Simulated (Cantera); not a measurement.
# NO annealing gas

An isothermal, constant-pressure homogeneous reactor starts with NO : N₂ = 1 : 3 (molar parts), at 1950 K and 0.670 bar.

Computed with Cantera and GRI-Mech 3.0 (53 species, 325 reactions).

```json
[
 {"t (s)": "1.00e-5", "x NO": "0.250", "x O": "3.21e-7", "x O₂": "3.23e-10", "x N₂O": "3.33e-7", "x N₂": "0.750", "x NO₂": "1.66e-8"},
 {"t (s)": "3.51e-5", "x NO": "0.250", "x O": "1.02e-6", "x O₂": "3.74e-9", "x N₂O": "1.15e-6", "x N₂": "0.750", "x NO₂": "1.80e-7"},
 {"t (s)": "0.000123", "x NO": "0.250", "x O": "2.88e-6", "x O₂": "4.14e-8", "x N₂O": "3.85e-6", "x N₂": "0.750", "x NO₂": "1.53e-6"},
 {"t (s)": "0.000433", "x NO": "0.250", "x O": "8.42e-6", "x O₂": "5.60e-7", "x N₂O": "1.14e-5", "x N₂": "0.750", "x NO₂": "8.81e-6"},
 {"t (s)": "0.00152", "x NO": "0.250", "x O": "2.61e-5", "x O₂": "1.27e-5", "x N₂O": "2.39e-5", "x N₂": "0.750", "x NO₂": "3.46e-5"},
 {"t (s)": "0.00534", "x NO": "0.250", "x O": "3.76e-5", "x O₂": "0.000149", "x N₂O": "2.85e-5", "x N₂": "0.750", "x NO₂": "5.20e-5"},
 {"t (s)": "0.0187", "x NO": "0.248", "x O": "3.98e-5", "x O₂": "0.000690", "x N₂O": "2.82e-5", "x N₂": "0.751", "x NO₂": "5.51e-5"},
 {"t (s)": "0.0658", "x NO": "0.245", "x O": "4.66e-5", "x O₂": "0.00260", "x N₂O": "2.73e-5", "x N₂": "0.753", "x NO₂": "6.43e-5"},
 {"t (s)": "0.231", "x NO": "0.231", "x O": "6.47e-5", "x O₂": "0.00926", "x N₂O": "2.42e-5", "x N₂": "0.759", "x NO₂": "8.64e-5"},
 {"t (s)": "0.811", "x NO": "0.188", "x O": "0.000103", "x O₂": "0.0307", "x N₂O": "1.58e-5", "x N₂": "0.781", "x NO₂": "0.000115"},
 {"t (s)": "2.85", "x NO": "0.0941", "x O": "0.000157", "x O₂": "0.0778", "x N₂O": "3.98e-6", "x N₂": "0.828", "x NO₂": "8.85e-5"},
 {"t (s)": "10.0", "x NO": "0.0173", "x O": "0.000189", "x O₂": "0.116", "x N₂O": "3.67e-7", "x N₂": "0.866", "x NO₂": "1.98e-5"}
]
```
x: mole fraction; the columns are a selection and need not sum to one.

Equilibrium at this temperature and pressure: NO 0.00536, O 0.000194, O₂ 0.122, N₂O 2.61e-7, N₂ 0.872, NO₂ 6.28e-6 (gas phase only).
